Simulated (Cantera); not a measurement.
Mixture: 14.6 % CH₄, 18.2 % O₂, 67.2 % N₂, equivalence ratio 1.6, at 5.70 bar, adiabatic and at constant volume. Ignition delay is the time to a rise of 400 K.

Model: GRI-Mech 3.0 (53 species, 325 reactions), integrated in Cantera.

Q: Predict: delay at 1150 K; delay at 1300 K; delay at 1450 K; delay at 1600 K; delay at 1750 K; apparent activation energy between 1600 and 1750 K.

A: 
```json
{
 "delay at 1150 K": "20.2 ms",
 "delay at 1300 K": "3.01 ms",
 "delay at 1450 K": "0.565 ms",
 "delay at 1600 K": "0.128 ms",
 "delay at 1750 K": "36.0 µs",
 "apparent activation energy between 1600 and 1750 K": "200 kJ/mol"
}
```
